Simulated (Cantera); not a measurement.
## Adiabatic ignition

An adiabatic, constant-pressure homogeneous reactor starts with 4.21 % CH₄, 4.09 % CO, 15.9 % O₂, 75.8 % N₂, at 1300 K and 0.610 bar.

Cantera simulation using GRI-Mech 3.0 (53 species, 325 reactions); the numbers are that mechanism's predictions, not measurements.

```csv
t (s),T (K),x CH₄,x CO,x O₂,x OH,x C₂H₆,x H₂O
5.00e-6,1300,0.0421,0.0409,0.159,9.43e-10,<1e-12,1.59e-9
1.14e-5,1300,0.0421,0.0409,0.159,1.36e-9,<1e-12,6.85e-9
2.59e-5,1300,0.0421,0.0409,0.159,1.58e-9,<1e-12,2.16e-8
5.89e-5,1300,0.0421,0.0409,0.159,1.96e-9,1.13e-11,6.16e-8
0.000134,1300,0.0421,0.0409,0.159,2.84e-9,1.60e-10,1.85e-7
0.000305,1300,0.0421,0.0409,0.159,4.83e-9,2.46e-9,6.32e-7
0.000695,1300,0.0421,0.0409,0.159,9.80e-9,4.38e-8,2.56e-6
0.00158,1300,0.0421,0.0409,0.159,2.57e-8,9.28e-7,1.30e-5
0.00360,1301,0.0420,0.0408,0.159,7.13e-8,1.68e-5,8.08e-5
0.00819,1304,0.0415,0.0408,0.158,1.92e-7,0.000132,0.000481
0.0186,2359,<1e-12,0.00867,0.0567,0.00743,<1e-12,0.0795
0.0424,2369,<1e-12,0.00747,0.0549,0.00683,<1e-12,0.0803
0.0965,2364,<1e-12,0.00735,0.0532,0.00665,<1e-12,0.0804
0.220,2361,<1e-12,0.00730,0.0523,0.00656,<1e-12,0.0805
0.500,2361,<1e-12,0.00729,0.0523,0.00656,<1e-12,0.0805
```
x: mole fraction; the columns are a selection and need not sum to one.

```
Item                                                                Result
---------------------------------  ---------------------------------------
time of steepest temperature rise                                  15.8 ms
temperature at 0.500 s                                              2361 K
equilibrium temperature                                             2361 K
x(CH₄) at 0.500 s                    <1e-12 (gas-phase equilibrium <1e-12)
x(CO) at 0.500 s                   0.00729 (gas-phase equilibrium 0.00729)
x(O₂) at 0.500 s                     0.0523 (gas-phase equilibrium 0.0523)
```
